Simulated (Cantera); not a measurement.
An isothermal, constant-pressure homogeneous reactor starts with CH4 : H2 : H = 0.023 : 1 : 0.054 (molar parts), at 1373 K and 0.133 bar. Integrator tolerance rtol = 1e-08.

Model: GRI-Mech 3.0 (53 species, 325 reactions), integrated in Cantera. GRI-Mech 3.0 stops at C3 and has no aromatics, soot or wall deposition, so with more carbon than oxygen in the feed, carbon stays in small species such as C2H2 where larger ones or solid carbon would form.

Question: What does this change do: pressure from 0.133 bar to 0.0150 bar?

Answer: 
```
quantity                                             before                                     after
----------------  -----------------------------------------  ----------------------------------------
x(CH4) at 200 s       0.0187 (gas-phase equilibrium 0.0185)    0.0143 (gas-phase equilibrium 0.00502)
x(H2) at 200 s          0.980 (gas-phase equilibrium 0.980)       0.982 (gas-phase equilibrium 0.987)
x(H) at 200 s       9.05e-6 (gas-phase equilibrium 9.09e-6)   2.42e-5 (gas-phase equilibrium 2.72e-5)
x(CH3) at 200 s     3.44e-6 (gas-phase equilibrium 3.43e-6)   6.99e-6 (gas-phase equilibrium 2.75e-6)
x(C2H4) at 200 s  0.000202 (gas-phase equilibrium 0.000212)  6.40e-5 (gas-phase equilibrium 0.000136)
```
Radical loss at walls, strong at low pressure, is not modelled.
